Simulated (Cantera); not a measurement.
An adiabatic, constant-pressure homogeneous reactor starts with CH4 : CO : O2 : N2 : H2O = 1 : 0.068 : 1.45 : 5.46 : 1.3 (molar parts), equivalence ratio 1.4, at 1000 K and 255 Torr. Integrator tolerance rtol = 1e-08.

Cantera simulation using GRI-Mech 3.0 (53 species, 325 reactions); the numbers are that mechanism's predictions, not measurements.

Question: What does this change do: 0.12 parts H2 added?

Answer: 
```
quantity                                                              before                                      after
---------------------------------  -----------------------------------------  -----------------------------------------
time of steepest temperature rise                                     5.62 s                                    0.590 s
temperature at 9.00 s                                                 2265 K                                     2255 K
equilibrium temperature                                               2265 K                                     2255 K
x(CH4) at 9.00 s                       <1e-12 (gas-phase equilibrium <1e-12)      <1e-12 (gas-phase equilibrium <1e-12)
x(CO) at 9.00 s                        0.0591 (gas-phase equilibrium 0.0591)      0.0615 (gas-phase equilibrium 0.0615)
x(O2) at 9.00 s                    0.000179 (gas-phase equilibrium 0.000179)  0.000123 (gas-phase equilibrium 0.000123)
x(H2) at 9.00 s                        0.0596 (gas-phase equilibrium 0.0596)      0.0675 (gas-phase equilibrium 0.0675)
x(HCO) at 9.00 s                     1.42e-8 (gas-phase equilibrium 1.42e-8)    1.52e-8 (gas-phase equilibrium 1.52e-8)
x(C2H6) at 9.00 s                      <1e-12 (gas-phase equilibrium <1e-12)      <1e-12 (gas-phase equilibrium <1e-12)
```

Question: What does this change do: initial temperature 1000 to 1675 K?

Answer: 
```
quantity                                                              before                                    after
---------------------------------  -----------------------------------------  ---------------------------------------
time of steepest temperature rise                                     5.62 s                                 0.801 ms
temperature at 9.00 s                                                 2265 K                                   2607 K
equilibrium temperature                                               2265 K                                   2607 K
x(CH4) at 9.00 s                       <1e-12 (gas-phase equilibrium <1e-12)    <1e-12 (gas-phase equilibrium <1e-12)
x(CO) at 9.00 s                        0.0591 (gas-phase equilibrium 0.0591)    0.0662 (gas-phase equilibrium 0.0662)
x(O2) at 9.00 s                    0.000179 (gas-phase equilibrium 0.000179)  0.00432 (gas-phase equilibrium 0.00432)
x(H2) at 9.00 s                        0.0596 (gas-phase equilibrium 0.0596)    0.0635 (gas-phase equilibrium 0.0635)
x(HCO) at 9.00 s                     1.42e-8 (gas-phase equilibrium 1.42e-8)  4.71e-8 (gas-phase equilibrium 4.71e-8)
x(C2H6) at 9.00 s                      <1e-12 (gas-phase equilibrium <1e-12)    <1e-12 (gas-phase equilibrium <1e-12)
```
